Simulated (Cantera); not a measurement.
Feed: 1 mol MgSO4, 0.057 mol C, 1.9 mol CO2, equilibrated at 101000 Pa.

Method: chemical equilibrium by Gibbs-energy minimisation in Cantera with the NASA 1993 tables (ideal gas, pure condensed phases). Candidate condensed phases: C, Mg, MgCO3, MgO, MgS, MgSO4, S; 26 gas species. Mutual solubility and eutectic melting of coexisting phases are not modelled. Gases not in the tables: S3 to S7. Equilibrium is a limit: real reactors are often held back by kinetics, nucleation or transport.

x: gas mole fraction; n: condensed amount in mol.

```tsv
T (K)	x CO2	x SO2	x O2	x SO3	x S2	n MgO(s)	n MgSO4(s)
700	0.984	0.00939	<1e-12	2.57e-12	0.00479	0.0499	0.950
800	0.945	0.0550	<1e-12	1.11e-9	6.51e-6	0.114	0.886
900	0.945	0.0550	<1e-12	[?]	[?]	0.114	0.886
1000	0.945	0.0550	2.53e-9	5.03e-6	<1e-12	0.114	0.886
1100	0.945	0.0551	[?]	[?]	<1e-12	0.114	0.886
1200	0.928	0.0650	0.00549	0.00125	<1e-12	0.140	0.860
1300	0.634	0.250	0.107	0.0100	<1e-12	0.803	0.197
1400	0.578	0.288	0.127	0.00670	<1e-12	1.00	0
1500	0.577	0.291	0.129	0.00392	<1e-12	1.00	0
1600	0.576	0.292	0.129	0.00245	<1e-12	1.00	0
```

Task: Some entries are withheld; supply them.

Result: 
- 1100, x O2: 8.95e-6
- 1100, x SO3: 0.000103
- 900, x SO3: 1.21e-7
- 900, x S2: 1.17e-11
